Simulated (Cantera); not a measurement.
Pyrogenic steam for wet oxidation

An isothermal, constant-pressure homogeneous reactor starts with H2 : O2 : N2 = 2 : 1 : 16 (molar parts), equivalence ratio 1.0, at 1048 K and 743 Torr.

Detailed kinetics in Cantera: GRI-Mech 3.0 (53 species, 325 reactions). The temperature is held fixed by assumption; the heat of reaction is taken as removed at once.

| t (s) | x H2 | x O2 | x O | x H2O | x H | x NO | x OH |
|---|---|---|---|---|---|---|---|
| 6.00e-5 | 0.105 | 0.0526 | 3.14e-10 | 4.04e-9 | 2.79e-9 | <1e-12 | 1.18e-10 |
| 0.000190 | 0.105 | 0.0526 | 6.06e-8 | 1.03e-6 | 5.33e-7 | <1e-12 | 2.29e-8 |
| 0.000600 | 0.0163 | 0.00899 | 0.000418 | 0.0910 | 0.00463 | 1.11e-6 | 0.000389 |
| 0.00190 | 0.00307 | 0.00160 | 2.92e-5 | 0.108 | 0.000391 | 1.36e-6 | 7.18e-5 |
| 0.00600 | 0.00133 | 0.000676 | 4.98e-6 | 0.110 | 8.11e-5 | 1.37e-6 | 2.75e-5 |
| 0.0190 | 0.000682 | 0.000341 | 1.02e-6 | 0.110 | 2.11e-5 | 1.37e-6 | 1.26e-5 |
| 0.0600 | 0.000375 | 0.000187 | 2.19e-7 | 0.111 | 5.89e-6 | 1.37e-6 | 5.99e-6 |
| 0.190 | 0.000219 | 0.000109 | 4.53e-8 | 0.111 | 1.67e-6 | 1.37e-6 | 2.80e-6 |
| 0.600 | 0.000136 | 6.73e-5 | 8.98e-9 | 0.111 | 4.74e-7 | 1.37e-6 | 1.25e-6 |
| 1.90 | 8.79e-5 | 4.31e-5 | 2.09e-9 | 0.111 | 1.53e-7 | 1.36e-6 | 6.20e-7 |
| 6.00 | 5.42e-5 | 2.63e-5 | 6.81e-10 | 0.111 | 5.87e-8 | 1.36e-6 | 3.84e-7 |
x: mole fraction; the columns are a selection and need not sum to one.

Equilibrium at this temperature and pressure: H2 1.56e-7, O2 6.12e-8, O <1e-12, H2O 0.111, H 3.08e-12, NO 2.98e-8, OH 6.93e-9 (gas phase only).
